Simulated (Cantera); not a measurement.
A closed system holds: 1 mol S, 7.5 mol H₂, at 2500 °C and 12.0 Torr.

Cantera equilibrium calculation (NASA polynomials, part measured and part estimated; ideal gas, pure solids and liquids). Candidate condensed phases: S; 7 gas species. Kinetics and transport are ignored.

Problem. What is the equilibrium state?

Solution. 
```json
{
 "x(H₂)": "0.496",
 "x(H)": "0.414",
 "x(S)": "0.0710",
 "x(SH)": "0.0126",
 "x(S₂)": "0.00529",
 "x(H₂S)": "0.000592",
 "gas_amount": "10.56 mol",
 "log10 activity of S(l) (absent)": "-3.87"
}
```
